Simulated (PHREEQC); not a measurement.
0.18 g of hydrous ferric oxide (600 m²/g; 0.2 weak and 0.005 strong sites per Fe, Dzombak-Morel constants, diffuse double layer) in 1 kg of water with 0.05 mol/kgw of an inert sodium salt and 4.1e-05 mol MgCl2 and 0.00087 mol NaF, at 25 °C; the pH is set by adding NaOH or the inert anion's acid. O2 is buffered at 0.21 atm. CO2 from the air is kept out. No solid was allowed to form.

Base run: PHREEQC, ion-association model, wateq4f.dat. Each further column changes one thing. The table gives F sorbed (%).

```tsv
pH	base	no electrostatic term (-no_edl)	background salt from 0.05 to 0.005 mol/kgw	oxide from 0.18 to 0.9 g/kgw	0.001 mol/kgw NaH2PO4 added
3	24.3	0.4	33.1	(withheld)	0.0
3.5	26.4	0.6	(withheld)	84.3	0.0
4.5	25.0	0.8	30.6	81.1	0.1
5	22.0	0.8	26.4	(withheld)	0.0
5.5	17.9	0.8	21.5	64.4	0.0
6.5	9.1	0.9	(withheld)	37.2	0.0
7	5.4	0.9	6.6	23.6	0.0
7.5	2.8	1.0	3.3	12.7	0.0
8.5	0.5	0.9	0.6	(withheld)	0.0
9	0.2	0.5	0.2	0.9	0.0
9.5	0.1	0.2	0.1	0.4	0.0
10.5	0.0	0.0	0.0	0.1	0.0
11	0.0	0.0	0.0	0.0	0.0
```

Q: Complete the blanks.

A: 
- 3, oxide from 0.18 to 0.9 g/kgw: 79.9
- 3.5, background salt from 0.05 to 0.005 mol/kgw: 34.4
- 5, oxide from 0.18 to 0.9 g/kgw: 74.5
- 6.5, background salt from 0.05 to 0.005 mol/kgw: 11.0
- 8.5, oxide from 0.18 to 0.9 g/kgw: 2.4

The oxide is taken as insoluble; below pH 4 it would dissolve. H3PO4, which wateq4f.dat lacks, is added to it with the constant of phreeqc.dat.
